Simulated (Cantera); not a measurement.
Feed: 1 mol SiCl₄, 1.6 mol Cl₂, 3.6 mol H₂, at 675 K and 1 atm.

Equilibrium computed with Cantera from the NASA thermochemical tables; the gas is ideal and each condensed phase is pure. Candidate condensed phases: Si; 19 gas species. Equilibrium is a limit: real reactors are often held back by kinetics, nucleation or transport.

Base state: HCl 0.516, H₂ 0.323, SiCl₄ 0.161, SiHCl₃ 1.32e-5 (mole fractions); condensed: gas only.

### Question
What changes in the equilibrium state with this change: temperature from 675 K to 1148 K?

### Answer
```tsv
species	before	after
HCl	0.516	0.518
H₂	0.323	0.320
SiCl₄	0.161	0.159
SiCl₃	<1e-9	0.000315
SiHCl₃	1.32e-5	0.00197
```
The tables' values for SiCl₃ are old estimates; treat these amounts as uncertain.

### Question
What changes in the equilibrium state with this change: temperature from 675 K to 1498 K?

### Answer
```tsv
species	before	after
HCl	0.516	0.545
H₂	0.323	0.296
SiCl₄	0.161	0.129
SiCl₃	<1e-9	0.0160
SiCl₂	<1e-9	0.00628
SiH₂Cl₂	<1e-9	6.44e-5
Cl	<1e-9	1.38e-5
SiHCl₃	1.32e-5	0.00724
```
The tables' values for SiCl₃ are old estimates; treat these amounts as uncertain.
